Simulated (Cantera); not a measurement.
A perfectly stirred reactor is fed with H2 : O2 = 0.21 : 1 (molar parts), equivalence ratio 0.10, at 0.0267 bar; it is held at 1450 K, and followed from long to short residence time.

Model: the H2/O2 subset of GRI-Mech 3.0, which has no nitrogen chemistry, integrated in Cantera. Radical loss at walls, strong at low pressure, is not modelled. The temperature is held fixed by assumption; the heat of reaction is taken as removed at once.

What does this change do: temperature 1450 to 1150 K?


```
quantity                  before     after
----------------------  --------  --------
x(H2) at τ = 0.990 s    0.000323  0.000401
x(O2) at τ = 0.990 s       0.806     0.809
x(H) at τ = 0.990 s     0.000214  0.000117
x(OH) at τ = 0.990 s     0.00353   0.00104
x(H2O2) at τ = 0.990 s   9.66e-8   4.44e-7
x(H2) at τ = 16.0 ms     0.00397   0.00480
x(O2) at τ = 16.0 ms       0.772     0.794
x(H) at τ = 16.0 ms       0.0102   0.00638
x(OH) at τ = 16.0 ms      0.0123   0.00430
x(H2O2) at τ = 16.0 ms   2.81e-7   8.52e-7
```
